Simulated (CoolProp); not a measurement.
Vapour-liquid equilibrium of diethyl ether (1) + acetone (2) at 0.166 MPa; x and y are mole fractions of (1).

The numbers come from the multi-fluid Helmholtz-energy mixture model, Thol 2014 and Lemmon 2006; pair parameters Bell 2016 in CoolProp.

| x | bubble temperature, mixture model (K) | bubble temperature, Raoult's law (K) | y, mixture model | y, Raoult's law |
|---|---|---|---|---|
| 0.05 | ___ | 343.0 | 0.121 | 0.092 |
| 0.125 | 338.1 | 340.8 | 0.272 | 0.218 |
| 0.2 | 334.9 | 338.8 | 0.392 | 0.329 |
| 0.275 | 332.3 | 336.9 | 0.488 | 0.428 |
| 0.35 | 330.0 | 335.1 | 0.565 | 0.517 |
| 0.425 | 328.2 | 333.3 | 0.628 | 0.597 |
| 0.5 | 326.7 | 331.7 | ___ | 0.668 |
| 0.575 | 325.5 | 330.1 | ___ | 0.733 |
| 0.65 | 324.5 | 328.6 | 0.767 | 0.791 |
| 0.725 | 323.7 | 327.1 | ___ | 0.844 |
| 0.8 | 323.1 | 325.7 | 0.850 | 0.892 |
| 0.875 | 322.6 | 324.4 | 0.897 | 0.936 |
| 0.95 | 322.3 | 323.1 | 0.953 | 0.975 |

Some entries are withheld; supply them.


- 0.05, bubble temperature, mixture model (K): 341.7
- 0.5, y, mixture model: 0.680
- 0.575, y, mixture model: 0.726
- 0.725, y, mixture model: 0.808

The largest gap from Raoult's law is -5.1 K in bubble temperature, at x = 0.425. No azeotrope shows between x = 0.05 and 0.95.

Pair parameters are fitted to limited data, so mixtures are less certain than the pure fluids.
